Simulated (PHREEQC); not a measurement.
**Polishing slurry liquid (model solution)**

Solution (25 °C): 0.02 mol/kgw KOH, 9.9e-07 mol/kgw H4SiO4 and 6.3e-05 mol/kgw H3BO3. Closed to the air; pH follows from the charge balance.

Equilibrium calculation in PHREEQC: ion-association model, phreeqc.dat.

| Property | Value |
|---|---|
| pH | 12.23 |
| ionic strength | 0.0200 mol/kgw |
| specific conductance | 4920 µS/cm |
| total alkalinity | 20.0 meq/kg |

```json
[
 {"species": "K+", "molality": "0.0200", "activity": "0.0174", "log γ": "-0.062"},
 {"species": "OH-", "molality": "0.0199", "activity": "0.0173", "log γ": "-0.062"},
 {"species": "H2BO3-", "molality": "6.29e-5", "activity": "5.48e-5", "log γ": "-0.060"},
 {"species": "H3SiO4-", "molality": "8.42e-7", "activity": "7.32e-7", "log γ": "-0.061"},
 {"species": "H2SiO4-2", "molality": "1.45e-7", "activity": "8.51e-8", "log γ": "-0.231"},
 {"species": "H3BO3", "molality": "5.55e-8", "activity": "5.57e-8", "log γ": "0.002"},
 {"species": "H4SiO4", "molality": "2.89e-9", "activity": "2.91e-9", "log γ": "0.002"}
]
```

No solid was allowed to form. Complexes and solids missing from the database can't appear.
